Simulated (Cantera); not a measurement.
# TiO₂ + HCl + O₂ (oxide etching and cleaning by halides)

Input: 1 mol TiO₂, 63 mol HCl, 6.9 mol O₂, at 4.70e-5 bar.

Cantera equilibrium calculation (NASA polynomials, part measured and part estimated; ideal gas, pure solids and liquids). Candidate condensed phases: H₂O, Ti, TiCl₂, TiCl₃, TiCl₄, TiO, TiO₂, Ti₂O₃, Ti₃O₅, Ti₄O₇; 23 gas species. Condensed phases not in the tables: TiOCl. Rates play no part.

```json
[
 {"T (K)": "848", "log p HCl": "-4.40", "log p O₂": "-5.42", "log p Cl": "-7.43", "log p H₂O": "-5.72", "log p Cl₂": "-5.72", "log p OH": "-12.01", "log p O": "-14.88", "log p ClO": "-11.14", "n TiO₂(rutile)": "1.00"},
 {"T (K)": "898", "log p HCl": "-4.40", "log p O₂": "-5.41", "log p Cl": "-7.06", "log p H₂O": "-5.80", "log p Cl₂": "-5.82", "log p OH": "-11.49", "log p O": "-14.00", "log p ClO": "-10.83", "n TiO₂(rutile)": "1.00"},
 {"T (K)": "948", "log p HCl": "-4.40", "log p O₂": "-5.39", "log p Cl": "-6.72", "log p H₂O": "-5.88", "log p Cl₂": "-5.91", "log p OH": "-11.02", "log p O": "-13.22", "log p ClO": "-10.56", "n TiO₂(rutile)": "1.00"},
 {"T (K)": "998", "log p HCl": "-4.39", "log p O₂": "-5.39", "log p Cl": "-6.43", "log p H₂O": "-5.93", "log p Cl₂": "-6.01", "log p OH": "-10.60", "log p O": "-12.52", "log p ClO": "-10.33", "n TiO₂(rutile)": "1.00"},
 {"T (K)": "1048", "log p HCl": "-4.39", "log p O₂": "-5.39", "log p Cl": "-6.18", "log p H₂O": "-5.97", "log p Cl₂": "-6.13", "log p OH": "-10.21", "log p O": "-11.89", "log p ClO": "-10.13", "n TiO₂(rutile)": "1.00"},
 {"T (K)": "1098", "log p HCl": "-4.40", "log p O₂": "-5.39", "log p Cl": "-5.96", "log p H₂O": "-5.96", "log p Cl₂": "-6.27", "log p OH": "-9.84", "log p O": "-11.32", "log p ClO": "-9.97", "n TiO₂(rutile)": "1.00"},
 {"T (K)": "1148", "log p HCl": "-4.40", "log p O₂": "-5.39", "log p Cl": "-5.79", "log p H₂O": "-5.93", "log p Cl₂": "-6.44", "log p OH": "-9.49", "log p O": "-10.80", "log p ClO": "-9.85", "n TiO₂(rutile)": "1.00"},
 {"T (K)": "1198", "log p HCl": "-4.41", "log p O₂": "-5.41", "log p Cl": "-5.65", "log p H₂O": "-5.87", "log p Cl₂": "-6.63", "log p OH": "-9.15", "log p O": "-10.32", "log p ClO": "-9.76", "n TiO₂(rutile)": "1.00"},
 {"T (K)": "1248", "log p HCl": "-4.41", "log p O₂": "-5.42", "log p Cl": "-5.53", "log p H₂O": "-5.79", "log p Cl₂": "-6.83", "log p OH": "-8.83", "log p O": "-9.89", "log p ClO": "-9.69", "n TiO₂(rutile)": "1.00"},
 {"T (K)": "1298", "log p HCl": "-4.42", "log p O₂": "-5.45", "log p Cl": "-5.43", "log p H₂O": "-5.71", "log p Cl₂": "-7.04", "log p OH": "-8.54", "log p O": "-9.49", "log p ClO": "-9.64", "n TiO₂(rutile)": "1.00"}
]
```
log p: log10 of the partial pressure in bar; n: condensed amount in mol.

From 848 K to 1298 K the condensed part is TiO₂(rutile).
